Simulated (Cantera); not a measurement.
A perfectly stirred reactor is fed with CH₄ : C₂H₆ : O₂ : N₂ = 1 : 0.059 : 1.58 : 5.93 (molar parts), equivalence ratio 1.4, at 1000000 Pa; it is adiabatic with a 675 K inlet, and is followed from long to short residence time, starting on the burning branch (τ in s: 0.028, 0.014, 0.0068, 0.0034, 0.0017, 0.00085, 0.00042, 0.00021, 0.0001, 5.2e-05, 2.6e-05, 1.3e-05).

Model: GRI-Mech 3.0 (53 species, 325 reactions), integrated in Cantera.

Problem. What does this change do: 0.16 parts H2 added?

Solution. 
| quantity | before | after |
|---|---|---|
| blow-out, bracketed by the residence times tried | burning at 52.0 µs, out at 26.0 µs | burning at 52.0 µs, out at 26.0 µs |
| x(CH₄) at τ = 28.0 ms | 0.000101 | 0.000163 |
| x(C₂H₆) at τ = 28.0 ms | 3.08e-8 | 3.82e-8 |
| x(O₂) at τ = 28.0 ms | 4.70e-5 | 4.74e-5 |
| x(CO₂) at τ = 28.0 ms | 0.0434 | 0.0384 |
| x(C₂H₂) at τ = 28.0 ms | 6.26e-6 | 1.19e-5 |
| x(CH₄) at τ = 0.420 ms | 0.00196 | 0.00282 |
| x(C₂H₆) at τ = 0.420 ms | 4.12e-6 | 5.98e-6 |
| x(O₂) at τ = 0.420 ms | 0.00199 | 0.00216 |
| x(CO₂) at τ = 0.420 ms | 0.0433 | 0.0387 |
| x(C₂H₂) at τ = 0.420 ms | 0.000783 | 0.00132 |
